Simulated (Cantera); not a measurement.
An adiabatic, constant-pressure homogeneous reactor starts with 29.6 % H2, 14.8 % O2, 55.6 % N2, at 1100 K and 0.878 atm.

Computed with Cantera and GRI-Mech 3.0 (53 species, 325 reactions).

x: mole fraction; the columns are a selection and need not sum to one.

```json
[
 {"t (s)": "2.00e-6", "T (K)": "1100", "x H2": "0.296", "x O2": "0.148", "x H": "6.91e-10", "x N2O": "<1e-12", "x O": "5.41e-11", "x NO": "<1e-12", "x HO2": "7.26e-10"},
 {"t (s)": "6.59e-6", "T (K)": "1100", "x H2": "0.296", "x O2": "0.148", "x H": "3.33e-9", "x N2O": "<1e-12", "x O": "3.66e-10", "x NO": "<1e-12", "x HO2": "2.87e-9"},
 {"t (s)": "2.17e-5", "T (K)": "1100", "x H2": "0.296", "x O2": "0.148", "x H": "6.08e-8", "x N2O": "<1e-12", "x O": "7.20e-9", "x NO": "<1e-12", "x HO2": "3.00e-8"},
 {"t (s)": "7.14e-5", "T (K)": "1102", "x H2": "0.295", "x O2": "0.148", "x H": "0.000300", "x N2O": "3.00e-11", "x O": "3.55e-5", "x NO": "9.20e-12", "x HO2": "5.86e-5"},
 {"t (s)": "0.000235", "T (K)": "2553", "x H2": "0.0472", "x O2": "0.0183", "x H": "0.0221", "x N2O": "1.33e-7", "x O": "0.00811", "x NO": "___", "x HO2": "5.01e-6"},
 {"t (s)": "0.000775", "T (K)": "2717", "x H2": "0.0394", "x O2": "0.0138", "x H": "0.0129", "x N2O": "2.79e-7", "x O": "0.00487", "x NO": "___", "x HO2": "5.04e-6"},
 {"t (s)": "0.00255", "T (K)": "2712", "x H2": "0.0400", "x O2": "0.0128", "x H": "0.0127", "x N2O": "2.97e-7", "x O": "0.00459", "x NO": "___", "x HO2": "4.72e-6"},
 {"t (s)": "0.00840", "T (K)": "2709", "x H2": "0.0404", "x O2": "0.0122", "x H": "0.0126", "x N2O": "3.24e-7", "x O": "0.00440", "x NO": "0.00685", "x HO2": "4.50e-6"},
 {"t (s)": "0.0277", "T (K)": "2708", "x H2": "0.0404", "x O2": "0.0121", "x H": "0.0126", "x N2O": "3.25e-7", "x O": "0.00440", "x NO": "0.00693", "x HO2": "4.49e-6"},
 {"t (s)": "0.0911", "T (K)": "2708", "x H2": "0.0404", "x O2": "0.0121", "x H": "0.0126", "x N2O": "3.25e-7", "x O": "0.00440", "x NO": "0.00693", "x HO2": "4.49e-6"},
 {"t (s)": "0.300", "T (K)": "2708", "x H2": "0.0404", "x O2": "0.0121", "x H": "0.0126", "x N2O": "3.25e-7", "x O": "0.00440", "x NO": "0.00693", "x HO2": "4.49e-6"}
]
```

Question: Some entries are withheld; supply them.

Answer: 
- 0.000235, x NO: 0.000197
- 0.000775, x NO: 0.00151
- 0.00255, x NO: 0.00468
